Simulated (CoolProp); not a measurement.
Model: reference Helmholtz-energy equation of state, Rui 2013, in CoolProp.

Question: Give the vapour pressure (kPa), liquid density (kg/m³), liquid cp (kJ/(kg K)), vapour Z of saturated R236EA at 282.5, 315, 347.5 K.

Answer: 
| T (K) | p (kPa) | liquid density (kg/m³) | liquid cp (kJ/(kg K)) | vapour Z |
|---|---|---|---|---|
| 282.5 | 115 | 1470 | 1.24 | 0.952 |
| 315 | 357 | 1370 | 1.29 | 0.894 |
| 347.5 | 873 | 1250 | 1.39 | 0.802 |
